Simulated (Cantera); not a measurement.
A perfectly stirred reactor is fed with 9.09 % NH3, 90.9 % N2, at 100000 Pa; it is held at 2300 K, and followed from long to short residence time.

Computed with Cantera and the gas-phase N/H chemistry of the illustrative SiF4/NH3 mechanism in the Surface Chemkin manual (1991). Walls and surfaces, which speed up NH3 decomposition in real reactors, are not modelled.

One state of this run: x NH3 = 0.00469; x H = 0.000907; x NH2 = 0.000113; x N2H4 = 7.27e-10; x NH = 1.81e-5. x: mole fraction; the columns are a selection and need not sum to one.

### Question
Which value of τ (s) does it belong to?
(A) 0.28
(B) 11
(C) 0.0069
(D) 0.044

### Answer
D, 0.044
